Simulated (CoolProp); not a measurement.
cis-2-butene along the isobar 46.4 bar: fugacity coefficient from the reference equation and from simpler models built on Tc = 162.6 °C, pc = 42.36 bar, ω = 0.202; each cubic takes its own stable root.

The numbers come from the reference Helmholtz-energy equation of state, Lemmon 2005 in CoolProp. It is a short technical equation, of lower accuracy than the large ones.

| T (°C) | phase | reference |
|---|---|---|
| 5.25 | liquid | 0.02635 |
| 27.65 | liquid | 0.05494 |
| 50.15 | liquid | 0.1009 |
| 72.55 | liquid | 0.1668 |
| 94.95 | liquid | 0.2537 |
| 117.35 | liquid | 0.3599 |
| 139.75 | liquid | 0.4809 |
| 162.15 | liquid | 0.6070 |
| 184.65 | supercritical | 0.6889 |
| 207.05 | supercritical | 0.7378 |
| 229.45 | supercritical | 0.7762 |
| 251.85 | supercritical | 0.8076 |

Q: How far does each simpler model (van der Waals, Redlich-Kwong) lie from the reference over these 12 states: mean and median of the absolute difference, and the worst?

A: 
- van der Waals: mean 83.1 %, median 26.9 %, worst +393.4 % at 5.25 °C and 46.4 bar
- Redlich-Kwong: mean 16.1 %, median 9.2 %, worst +53.4 % at 5.25 °C and 46.4 bar
